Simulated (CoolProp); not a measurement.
Values from CoolProp's reference Helmholtz-energy equation of state, Lemmon 2006. It is a short technical equation, of lower accuracy than the large ones.

Task: For nitrous oxide, give the phase and the cp (kJ/(kg K)), cv (kJ/(kg K)) at 272.7 K and 0.0317 MPa; 321.2 K and 0.0108 MPa.

Result: 
- 272.7 K and 0.0317 MPa: gas; cp 0.852, cv 0.662
- 321.2 K and 0.0108 MPa: gas; cp 0.900, cv 0.711
